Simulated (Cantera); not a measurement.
Mixture: CH₄ : O₂ : N₂ : H₂O = 1 : 4.26 : 16 : 4.4 (molar parts), equivalence ratio 0.47, at 19.0 bar, adiabatic and at constant volume. Ignition delay is the time to a rise of 400 K.

Computed with Cantera and GRI-Mech 3.0 (53 species, 325 reactions). The pressure lies above the range GRI-Mech 3.0 was tuned for (to about 10 atm).

Task: What does this change do: pressure from 19.0 bar to 0.700 bar?

Result: 
```tsv
quantity	before	after
delay at 1023 K	28.6 ms	0.844 s
delay at 1123 K	5.89 ms	0.174 s
delay at 1223 K	1.59 ms	41.6 ms
delay at 1323 K	0.519 ms	11.3 ms
delay at 1423 K	0.193 ms	3.43 ms
apparent activation energy between 1373 and 1473 K	160 kJ/mol	190 kJ/mol
```

Task: What does this change do: H2O 4.4 to 1.7 parts?

Result: 
| quantity | before | after |
|---|---|---|
| delay at 1023 K | 28.6 ms | 25.9 ms |
| delay at 1123 K | 5.89 ms | 5.27 ms |
| delay at 1223 K | 1.59 ms | 1.42 ms |
| delay at 1323 K | 0.519 ms | 0.462 ms |
| delay at 1423 K | 0.193 ms | 0.172 ms |
| apparent activation energy between 1373 and 1473 K | 160 kJ/mol | 160 kJ/mol |

Task: What does this change do: pressure from 19.0 bar to 10.0 bar?

Result: 
| quantity | before | after |
|---|---|---|
| delay at 1023 K | 28.6 ms | 52.3 ms |
| delay at 1123 K | 5.89 ms | 10.9 ms |
| delay at 1223 K | 1.59 ms | 2.98 ms |
| delay at 1323 K | 0.519 ms | 0.976 ms |
| delay at 1423 K | 0.193 ms | 0.357 ms |
| apparent activation energy between 1373 and 1473 K | 160 kJ/mol | 160 kJ/mol |
